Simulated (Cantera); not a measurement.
Feed: 1 mol Pb, 0.18 mol CO, 13 mol H2, equilibrated at 1425 K and 1.00 bar.

Cantera equilibrium calculation (NASA polynomials, part measured and part estimated; ideal gas, pure solids and liquids). Candidate condensed phases: C, C6H6, C7H8, C8H18, H2O, Pb, PbO, PbO2, Pb3O4; 113 gas species. The numbers say what is thermodynamically allowed, not how fast it happens.

Q: What is the equilibrium state?

A: 
* **x(H2)**: 0.975
* **x(CO)**: 0.0131
* **x(Pb)**: 0.0114
* **x(CH4)**: 0.000374
* **x(H2O)**: 0.000372
* **x(H)**: 6.73e-6
* **x(Pb2)**: 2.90e-6
* **x(CO2)**: 2.20e-6
* **n(Pb(l))**: 0.847 mol
* **gas amount**: 13.32 mol
* **log10 activity of C(graphite) (absent)**: -0.98
